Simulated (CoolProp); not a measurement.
Vapour-liquid equilibrium of CH2F2 (R32) (1) + fluoroethane (R161) (2) at 313.5 K; x and y are mole fractions of (1).

Computed with CoolProp (multi-fluid Helmholtz-energy mixture model, Tillner-Roth 1997 and Wu 2012; pair parameters Bell 2016).

### Question
Give the bubble pressure and the first vapour's composition at x = 0.35, 0.55, 0.65. Is there an azeotrope?

### Answer
x = 0.35: 1798 kPa, y = 0.453; x = 0.55: 2014 kPa, y = 0.642; x = 0.65: 2121 kPa, y = 0.728. No azeotrope shows between x = 0.05 and 0.95.

Pair parameters are fitted to limited data, so mixtures are less certain than the pure fluids.
